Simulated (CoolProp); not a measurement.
Dodecamethylpentasiloxane (MD3M) along the isobar 1.12 MPa: fugacity coefficient from the reference equation and from simpler models built on Tc = 354.9 °C, pc = 0.9540 MPa, ω = 0.730; each cubic takes its own stable root.

The numbers come from the reference Helmholtz-energy equation of state, Thol 2019 in CoolProp.

```
T (°C)   phase  reference
------  ------  ---------
255.45  liquid     0.1549
265.05  liquid     0.1830
274.65  liquid     0.2141
284.25  liquid     0.2481
293.85  liquid     0.2850
303.45  liquid     0.3245
313.05  liquid     0.3665
322.75  liquid     0.4110
332.35  liquid     0.4568
```

### Question
How far does each simpler model (Redlich-Kwong, Soave-Redlich-Kwong) lie from the reference over these 9 states: mean and median of the absolute difference, and the worst?

### Answer
- Redlich-Kwong: mean 41.5 %, median 38.2 %, worst +78.6 % at 255.45 °C and 1.12 MPa
- Soave-Redlich-Kwong: mean 5.5 %, median 5.5 %, worst +5.7 % at 303.45 °C and 1.12 MPa
